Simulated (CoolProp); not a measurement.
A simple Rankine cycle with n-pentane: condensing at 295.15 K, boiler at 0.256 MPa, turbine inlet 341.5 K, turbine efficiency 0.7, pump efficiency 0.7, no recuperator. Each further row changes one setting.

The numbers come from the reference Helmholtz-energy equation of state, Thol 2019 in CoolProp.

```tsv
case	thermal efficiency (%)	net work (kJ/kg)	heat in (kJ/kg)	turbine exit temperature (K)	volume ratio over the turbine
as stated	8.0	35.2	442	317.2	4.14
turbine inlet 361.5 K	7.9	37.8	482	337.6	4.11
condensing temperature 287.15 K	9.3	42.7	460	312.4	5.62
boiler pressure 0.179 MPa	6.1	27.2	446	323.8	2.88
turbine efficiency 0.6	6.8	30.1	442	320.1	4.18
```
